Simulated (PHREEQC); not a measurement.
Make-up at 5 °C: 0.55 mmol/kgw CO2 and 6.9 mmol/kgw Sr(NO3)2. Closed to the air; pH follows from the charge balance.

Computed with PHREEQC (ion-association model, phreeqc.dat).

Precipitation was switched off in this run.

Estimate the pH, specific conductance.

pH 4.88; specific conductance 928 µS/cm.

In which forms is C present?

CO2 97 %, HCO3- 2.6 % of the C.

Species that the database lacks are ignored. Constants without temperature data keep their 25 °C values here.
